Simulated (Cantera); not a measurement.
Standard-state values (1 bar) from the NASA 1993 polynomials, evaluated with Cantera. Values are per mole of reaction as written; species without (g) are pure solids or liquids, kept so even where they would boil at 1 bar.

Ti4O7 → 7 O(g) + 4 Ti

```tsv
T (K)	ΔH° (kJ)	ΔS° (J/K)	ΔG° (kJ)	log10 K	condensed phases
300	5148.9	1051.8	4833.4	-841.54	Ti4O7(s), Ti(α)
2423	?	?	?	?	Ti4O7(l), Ti(l)
2523	?	?	?	?	Ti4O7(l), Ti(l)
2623	?	?	?	?	Ti4O7(l), Ti(l)
2723	4944.2	953.4	2348.0	-45.04	Ti4O7(l), Ti(l)
2823	?	?	?	?	Ti4O7(l), Ti(l)
2923	4937.3	951.0	2157.6	-38.56	Ti4O7(l), Ti(l)
```

### Question
Fill in the missing entries.

### Answer

- 2423, ΔH° (kJ): 4954.7
- 2423, ΔS° (J/K): 957.5
- 2423, ΔG° (kJ): 2634.6
- 2423, log10 K: -56.80
- 2523, ΔH° (kJ): 4951.2
- 2523, ΔS° (J/K): 956.1
- 2523, ΔG° (kJ): 2539.0
- 2523, log10 K: -52.56
- 2623, ΔH° (kJ): 4947.7
- 2623, ΔS° (J/K): 954.7
- 2623, ΔG° (kJ): 2443.4
- 2623, log10 K: -48.66
- 2823, ΔH° (kJ): 4940.8
- 2823, ΔS° (J/K): 952.2
- 2823, ΔG° (kJ): 2252.7
- 2823, log10 K: -41.68
